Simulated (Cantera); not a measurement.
Mixture: 10.4 % CO, 3.02 % H2, 7.61 % CH4, 12.2 % O2, 45.9 % N2, 20.9 % CO2, at 2.80 bar, adiabatic and at constant volume. Ignition delay is the time to a rise of 400 K.

Detailed kinetics in Cantera: GRI-Mech 3.0 (53 species, 325 reactions).

**Question.** Predict: delay at 1275 K; delay at 1375 K; delay at 1475 K; delay at 1575 K; delay at 1675 K; apparent activation energy between 1575 and 1675 K.

**Answer.** 
```json
{
  "delay at 1275 K": "1.56 ms",
  "delay at 1375 K": "0.688 ms",
  "delay at 1475 K": "0.312 ms",
  "delay at 1575 K": "0.150 ms",
  "delay at 1675 K": "77.2 µs",
  "apparent activation energy between 1575 and 1675 K": "150 kJ/mol"
}
```
